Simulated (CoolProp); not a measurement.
Vapour pressure (MPa) of methanol: the reference equation beside estimates from Tc = 513.4 K, pc = 8.216 MPa, ω = 0.565.

Model: reference Helmholtz-energy equation of state, de Reuck 1993, in CoolProp.

```
T (K)  reference  van der Waals  Redlich-Kwong  Peng-Robinson
-----  ---------  -------------  -------------  -------------
344       0.1295          1.313         0.4913         0.1291
348.1     0.1509          1.397         0.5458         0.1511
352.1     0.1744          1.483         0.6032         0.1754
356.1     0.2010          1.572         0.6648         0.2027
360.2     0.2315          1.667         0.7326         0.2342
364.2     0.2648          1.763         0.8033         0.2687
368.2     0.3020          1.862         0.8789         0.3070
372.2     0.3433          1.965         0.9594         0.3497
376.3     0.3902          2.075          1.047         0.3982
380.3     0.4409          2.185          1.138         0.4506
384.3     0.4968          2.299          1.235         0.5082
388.3     0.5583          2.417          1.337         0.5716
```

Absolute difference from the reference over all 12 rows, mean and median: van der Waals 572.5 and 541.2 %, Redlich-Kwong 201.9 and 197.2 %, Peng-Robinson 1.4 and 1.6 %.
